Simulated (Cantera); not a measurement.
Feed: 1 mol SiH4, 0.32 mol H2O, 2.9 mol H2, at 1648 K and 0.133 bar.

Cantera equilibrium calculation (NASA polynomials, part measured and part estimated; ideal gas, pure solids and liquids). Candidate condensed phases: H2O, Si, SiO2; 18 gas species. Mutual solubility and eutectic melting of coexisting phases are not modelled. The tables hold silica as quartz up to 1696 K and as liquid above; real silica turns to tridymite and cristobalite and melts near 1996 K. Kinetics and transport are ignored.

Base state: H2 0.955, SiO 0.0448, H 0.000238, H2O 1.33e-5 (mole fractions); condensed: Si(s) + SiO2(β-quartz).

**Question.** What changes in the equilibrium state with this change: temperature from 1648 K to 1925 K?

**Answer.** 
| species | before | after |
|---|---|---|
| H2 | 0.955 | 0.940 |
| SiO | 0.0448 | 0.0577 |
| H | 0.000238 | 0.00254 |
| Si | 1.93e-6 | 0.000131 |
| SiH | 1.27e-6 | 3.76e-5 |
| SiH2 | 8.09e-6 | 6.40e-5 |
| Si(s), mol | 0.717 | 0 |
| SiO2(β-quartz), mol | 0.0375 | 0 |
| Si(l), mol | 0 | 0.679 |
Gases not in the tables: Si2H6 and higher silanes.
